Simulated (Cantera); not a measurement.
Input: 1 mol CCl4, 0.8 mol F2, 6.9 mol H2, at 3298.15 K and 24.0 Torr.

These are equilibrium values from Cantera (NASA tables, ideal gas, pure condensed phases), not measurements of a reactor. Candidate condensed phases: C, C6H6, C7H8, C8H18; 118 gas species. The tables' values for CCl are old estimates; treat these amounts as uncertain. Rates play no part.

Base state: H 0.555, Cl 0.203, HF 0.0903, H2 0.0746, HCl 0.0408, C3 0.0117, C 0.00849, F 0.00680 (mole fractions); condensed: gas only.

Question: What changes in the equilibrium state with this change: F2 from 0.8 to 0.4 mol?

Answer: 
```json
[
 {"species": "H", "before": "0.555", "after": "0.590"},
 {"species": "Cl", "before": "0.203", "after": "0.204"},
 {"species": "H2", "before": "0.0746", "after": "0.0841"},
 {"species": "HF", "before": "0.0903", "after": "0.0460"},
 {"species": "HCl", "before": "0.0408", "after": "0.0435"},
 {"species": "C3", "before": "0.0117", "after": "0.0118"},
 {"species": "F", "before": "0.00680", "after": "0.00326"},
 {"species": "CF", "before": "0.000560", "after": "0.000269"},
 {"species": "C4H2", "before": "1.59e-5", "after": "1.81e-5"}
]
```

Question: What changes in the equilibrium state with this change: temperature from 3298.15 K to 1173 K?

Answer: 
| species | before | after |
|---|---|---|
| H2 | 0.0746 | 0.423 |
| HCl | 0.0408 | 0.412 |
| HF | 0.0903 | 0.165 |
| H | 0.555 | 4.28e-7 |
| C3 | 0.0117 | <1e-9 |
| Cl | 0.203 | 3.66e-7 |
| C | 0.00849 | <1e-9 |
| F | 0.00680 | <1e-9 |
| C(graphite), mol | 0 | 0.999 |

Question: What changes in the equilibrium state with this change: temperature from 3298.15 K to 2673 K?

Answer: 
```
species            before     after
----------------  -------  --------
H2                 0.0746     0.326
HCl                0.0408     0.266
H                   0.555     0.164
C3                 0.0117  0.000191
Cl                  0.203    0.0931
HF                 0.0903     0.143
C                 0.00849   4.80e-5
C2                0.00310   1.82e-5
C4                3.52e-5   2.28e-7
C5                8.10e-5   1.15e-6
C(graphite), mol        0     0.824
```
